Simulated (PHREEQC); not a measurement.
3.9 g of hydrous ferric oxide (600 m²/g; 0.2 weak and 0.005 strong sites per Fe, Dzombak-Morel constants, diffuse double layer) in 1 kg of water with 0.3 mol/kgw of an inert sodium salt, at 25 °C; the pH is set by adding NaOH or the inert anion's acid. Oxygen alone is held at its pressure in air (log pO2 = -0.68). CO2 from the air is kept out. No solid was allowed to form.

Equilibrium calculation in PHREEQC: ion-association model, wateq4f.dat.

**Question.** Predict surface charge σ (C/m²) at pH = 6, 10.

**Answer.** 
| pH | surface charge σ (C/m²) |
|---|---|
| 6 | 0.154 |
| 10 | -0.132 |
